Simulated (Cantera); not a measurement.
# Equilibrium for carbothermic reduction: Ta2O5 + CH4 + CO

A closed system holds: 1 mol Ta2O5, 0.44 mol CH4, 0.064 mol CO, held at 36.0 mbar.

Cantera equilibrium calculation (NASA polynomials, part measured and part estimated; ideal gas, pure solids and liquids). Candidate condensed phases: C, C6H6, C7H8, C8H18, H2O, Ta, TaC, Ta2O5; 113 gas species. Mutual solubility and eutectic melting of coexisting phases are not modelled. TaC: taken at fixed stoichiometry. Condensed phases not in the tables: Ta2C. Rates play no part.

| T (°C) | log p H2 | log p CO | log p CH4 | log p H2O | log p CO2 | log p H | log p C2H6 | log p C2H4 | n C(graphite) | n Ta2O5(s) | n TaC(s) |
|---|---|---|---|---|---|---|---|---|---|---|---|
| 527 | -1.49 | -2.89 | -2.86 | -3.01 | -3.78 | -12.28 | -8.92 | -9.73 | 0.434 | 1.00 | 0 |
| 602 | -1.48 | -2.67 | -3.32 | -3.55 | -4.32 | -11.04 | -9.46 | -9.48 | 0.436 | 1.00 | 0 |
| 677 | -1.48 | -2.63 | -3.73 | -4.13 | -5.03 | -9.99 | -9.94 | -9.29 | 0.437 | 1.00 | 0 |
| 752 | -1.48 | -2.62 | -4.08 | -4.67 | -5.69 | -9.10 | -10.35 | -9.13 | 0.438 | 1.00 | 0 |
| 827 | -1.52 | -2.25 | -4.48 | -4.81 | -5.55 | -8.35 | -10.85 | -9.09 | 0.299 | 0.980 | 0.0403 |
| 902 | -1.60 | -1.97 | -5.22 | -4.72 | -5.19 | -7.71 | -12.03 | -9.75 | 0 | 0.937 | 0.126 |
| 977 | -1.60 | -1.97 | -5.91 | -4.64 | -5.20 | -7.12 | -13.20 | -10.54 | 0 | 0.937 | 0.126 |
| 1052 | -1.60 | -1.97 | -6.51 | -4.57 | -5.20 | -6.59 | <-13 | -11.24 | 0 | 0.937 | 0.126 |
| 1127 | -1.60 | -1.97 | -7.06 | -4.50 | -5.21 | -6.11 | <-13 | -11.86 | 0 | 0.937 | 0.126 |
| 1202 | -1.60 | -1.97 | -7.54 | -4.45 | -5.21 | -5.69 | <-13 | -12.42 | 0 | 0.937 | 0.126 |
| 1277 | -1.60 | -1.97 | -7.97 | -4.40 | -5.21 | -5.30 | <-13 | -12.92 | 0 | 0.937 | 0.126 |
log p: log10 of the partial pressure in bar; n: condensed amount in mol.

From 527 °C to 752 °C the condensed part is C(graphite) + Ta2O5(s). At 827 °C the condensed part is C(graphite) + TaC(s) + Ta2O5(s). From 902 °C to 1277 °C the condensed part is TaC(s) + Ta2O5(s).
